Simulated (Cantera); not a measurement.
Cantera with NASA thermochemical tables; ideal gases at 1 bar, condensed phases pure. Values are per mole of reaction as written; species without (g) are pure solids or liquids, kept so even where they would boil at 1 bar.

Mg + Cl2(g) → MgCl2(g)

| T (K) | ΔH° (kJ) | ΔS° (J/K) | ΔG° (kJ) | log10 K | condensed phases |
|---|---|---|---|---|---|
| 775 | … | … | … | … | Mg(s) |
| 875 | … | … | … | … | Mg(s) |
| 975 | -404.1 | 7.4 | -411.4 | 22.04 | Mg(l) |
| 1075 | -405.1 | 6.5 | -412.1 | 20.02 | Mg(l) |
| 1175 | -406.1 | 5.6 | -412.7 | 18.34 | Mg(l) |
| 1275 | -407.1 | 4.8 | -413.2 | 16.93 | Mg(l) |

### Question
Complete the blanks.

### Answer

- 775, ΔH° (kJ): -394.2
- 775, ΔS° (J/K): 18.3
- 775, ΔG° (kJ): -408.3
- 775, log10 K: 27.52
- 875, ΔH° (kJ): -394.8
- 875, ΔS° (J/K): 17.5
- 875, ΔG° (kJ): -410.1
- 875, log10 K: 24.48
